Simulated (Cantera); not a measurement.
Feed: 1 mol CH3SiCl3, 0.21 mol C3H8, 460 mol H2, at 0.00160 bar.

These are equilibrium values from Cantera (NASA tables, ideal gas, pure condensed phases), not measurements of a reactor. Candidate condensed phases: C, C6H6, C7H8, C8H18, Si, SiC; 109 gas species. The feed counts by its element totals alone. Equilibrium is a limit: real reactors are often held back by kinetics, nucleation or transport.

### Question
Which condensed phases are stable at each of these points (T (K)): 1498, 1648, 1798, 1948, 2098, 2248, 2398?

### Answer
```tsv
T (K)	condensed phases	Si condensed (%)
1498	C(graphite) + SiC(s)	100.0
1648	C(graphite) + SiC(s)	99.8
1798	C(graphite) + SiC(s)	97.5
1948	C(graphite) + SiC(s)	65.3
2098	C(graphite)	0.0
2248	gas only	0.0
2398	gas only	0.0
```

From 1498 K to 1948 K the condensed part is C(graphite) + SiC(s). At 2098 K the condensed part is C(graphite). From 2248 K to 2398 K nothing is condensed.
